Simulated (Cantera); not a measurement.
Feed: 1 mol SiC, 0.0057 mol H₂O, 360 mol H₂, held at 0.0975 Torr.

Equilibrium computed with Cantera from the NASA thermochemical tables; the gas is ideal and each condensed phase is pure. Candidate condensed phases: C, C₆H₆, C₇H₈, C₈H₁₈, H₂O, Si, SiC, SiO₂; 123 gas species. Mutual solubility and eutectic melting of coexisting phases are not modelled. Rates play no part.

x: gas mole fraction; n: condensed amount in mol.

```tsv
T (K)	x H₂	x H	x CO	x SiO	x CH₄	x Si	n SiC(s)	n SiO₂(β-quartz)
923	1.000	2.15e-8	2.42e-6	4.44e-9	4.29e-6	<1e-12	0.998	0.00241
973	1.000	9.48e-8	4.68e-6	9.23e-8	9.45e-7	<1e-12	0.998	0.00199
1023	1.000	3.63e-7	5.69e-6	1.62e-6	1.85e-7	<1e-12	0.998	0.00153
1073	1.000	1.23e-6	7.87e-6	7.95e-6	7.47e-8	…	0.997	0
1123	1.000	3.74e-6	7.89e-6	7.94e-6	5.82e-8	…	0.997	0
1173	1.000	1.03e-5	7.89e-6	7.94e-6	4.63e-8	…	0.997	0
1223	1.000	2.64e-5	7.90e-6	7.93e-6	3.74e-8	…	0.997	0
1273	1.000	6.25e-5	7.91e-6	7.92e-6	3.08e-8	…	0.997	0
1323	1.000	0.000139	7.95e-6	7.88e-6	2.58e-8	…	0.997	0
1373	1.000	0.000292	8.12e-6	7.71e-6	2.22e-8	…	0.997	0
```

Task: Fill in the missing entries.

Result: 
- 1073, x Si: 3.01e-12
- 1123, x Si: 3.31e-11
- 1173, x Si: 2.96e-10
- 1223, x Si: 2.22e-9
- 1273, x Si: 1.41e-8
- 1323, x Si: 7.78e-8
- 1373, x Si: 3.73e-7
